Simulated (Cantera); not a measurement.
## Thermodynamics of silicon carbide growth, feed SiH₄ + CH₄ + H₂

Input: 1 mol SiH₄, 0.011 mol CH₄, 15 mol H₂, at 1150 °C and 630 Pa.

Method: chemical equilibrium by Gibbs-energy minimisation in Cantera with the NASA 1993 tables (ideal gas, pure condensed phases). Candidate condensed phases: C, C₆H₆, C₇H₈, C₈H₁₈, Si, SiC; 87 gas species. Mutual solubility and eutectic melting of coexisting phases are not modelled. The numbers say what is thermodynamically allowed, not how fast it happens.

```json
{
 "x(H₂)": "1.000",
 "x(H)": "8.37e-5",
 "n(Si(s))": "0.989 mol",
 "n(SiC(s))": "0.0110 mol",
 "gas_amount": "17.02 mol",
 "log10 activity of C(graphite) (absent)": "-2.28"
}
```
